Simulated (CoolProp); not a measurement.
Model: reference Helmholtz-energy equation of state, McLinden 2020, in CoolProp.

Question: Give the vapour pressure (MPa), liquid density (kg/m³), vapour density (kg/m³), enthalpy of vaporisation (kJ/kg) of saturated R1336mzz(Z) at 77.95, 86.85 °C.

Answer: 
```
T (°C)  p (MPa)  liquid density (kg/m³)  vapour density (kg/m³)  enthalpy of vaporisation (kJ/kg)
------  -------  ----------------------  ----------------------  --------------------------------
77.95     0.407                    1210                    26.5                               141
86.85     0.513                    1180                    33.4                               136
```
